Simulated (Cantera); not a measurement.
Input: 1 mol borazine, 6.4 mol H2, equilibrated at 7.50 Torr.

These are equilibrium values from Cantera (NASA tables, ideal gas, pure condensed phases), not measurements of a reactor. Candidate condensed phases: B, BN; 15 gas species. The feed counts by its element totals alone. Kinetics and transport are ignored. All values below are at 977 °C.

Base state: H2 1.000 (mole fractions); condensed: BN(s).

**Question.** What changes in the equilibrium state with this change: borazine replaced by BCl3?

**Answer.** 
```csv
species,before,after
H2,1.000,0.713
HCl,0,0.236
BCl3,0,0.0511
BCl2,0,7.83e-5
BCl,0,1.60e-5
"BN(s), mol",3.00,0
"B(s), mol",0,0.606
```
The tables' values for BCl2, BCl are old estimates; treat these amounts as uncertain. Gases not in the tables: BHCl2.
